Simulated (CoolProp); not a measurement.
Vapour-liquid equilibrium of CHF3 (R23) (1) + C2F6 (R116) (2) at 237.3 K; x and y are mole fractions of (1).

Values from CoolProp's multi-fluid Helmholtz-energy mixture model, Penoncello 2003 and Lemmon 2006; pair parameters Bell 2016.

Problem. Give the bubble pressure and the first vapour's composition at x = 0.05, 0.65, 0.95. Is there an azeotrope?

Solution. x = 0.05: 7.041 bar, y = 0.134; x = 0.65: 9.880 bar, y = 0.636; x = 0.95: 8.753 bar, y = 0.905. y crosses x between x = 0.5 and 0.65: the model has an azeotrope there.

Pair parameters are fitted to limited data, so mixtures are less certain than the pure fluids.
